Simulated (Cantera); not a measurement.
A closed system holds: 1 mol SiO2, 0.65 mol N2, at 0.000200 bar.

Equilibrium computed with Cantera from the NASA thermochemical tables; the gas is ideal and each condensed phase is pure. Candidate condensed phases: Si, SiO2, Si2N2O, Si3N4; 16 gas species. The tables hold silica as quartz up to 1696 K and as liquid above; real silica turns to tridymite and cristobalite and melts near 1996 K. The numbers say what is thermodynamically allowed, not how fast it happens.

Which condensed phases are stable at each of these points (T (K)): 2075, 2125, 2175, 2225, 2275, 2325, 2375, 2425, 2475, 2525?


```
T (K)  condensed phases  Si condensed (%)
-----  ----------------  ----------------
2075            SiO2(l)              86.3
2125            SiO2(l)              59.0
2175           gas only               0.0
2225           gas only               0.0
2275           gas only               0.0
2325           gas only               0.0
2375           gas only               0.0
2425           gas only               0.0
2475           gas only               0.0
2525           gas only               0.0
```

From 2075 K to 2125 K the condensed part is SiO2(l). From 2175 K to 2525 K nothing is condensed.
